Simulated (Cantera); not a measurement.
Input: 1 mol Ta, 0.047 mol H₂O, held at 750 Torr.

Equilibrium computed with Cantera from the NASA thermochemical tables; the gas is ideal and each condensed phase is pure. Candidate condensed phases: H₂O, Ta, Ta₂O₅; 12 gas species. Mutual solubility and eutectic melting of coexisting phases are not modelled. Condensed phases not in the tables: N, O or C dissolved in the metal. The numbers say what is thermodynamically allowed, not how fast it happens.

At 2200 K, list the 4 most abundant gas species with their mole fractions, and the condensed phases.

H₂ 0.991, H 0.00561, H₂O 0.00364, TaO₂ 2.03e-5. Condensed: Ta(s) + Ta₂O₅(l).
